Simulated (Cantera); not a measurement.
Feed: 1 mol H₂O, a varied amount of H₂, 1.3 mol O₂, equilibrated at 1800 K and 3.30 mbar.

Cantera equilibrium calculation (NASA polynomials, part measured and part estimated; ideal gas, pure solids and liquids). Candidate condensed phases: H₂O; 9 gas species. Equilibrium is a limit: real reactors are often held back by kinetics, nucleation or transport.

**Question.** At 1 mol H₂, list the 6 most abundant gas species with their mole fractions, and the condensed phases.

**Answer.** H₂O 0.706, O₂ 0.283, OH 0.00824, H₂ 0.00125, O 0.00113, H 0.000220. Condensed: gas only.
